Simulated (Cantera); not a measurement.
An isothermal plug-flow reactor at 675 K and 1.80 bar (inlet), inlet velocity 0.83 m/s, active area per volume 490 1/m; feed 0.685 % H₂, 4.33 % O₂, 95.0 % N₂, equivalence ratio 0.079.

Cantera simulation using Deutschmann's 1995 Pt surface mechanism with GRI-Mech 3.0 gas chemistry; the numbers are that mechanism's predictions, not measurements. Catalytic surfaces can have several steady states; this one follows from the mechanism file's or the stated starting coverage. Mass transfer to the wall is taken as infinitely fast.

One state of this run: x H₂ = 0.000108; x O₂ = 0.0400; x H₂O = 0.00677; θ free Pt = 0.00824; θ O* = 0.989; θ OH* = 0.00233. x: gas mole fraction; θ: surface coverage.

Problem. Which value of z (m) does it belong to?
A) 0.0042
B) 0.009
C) 0.0019
D) 0.0009

Solution. B, 0.009
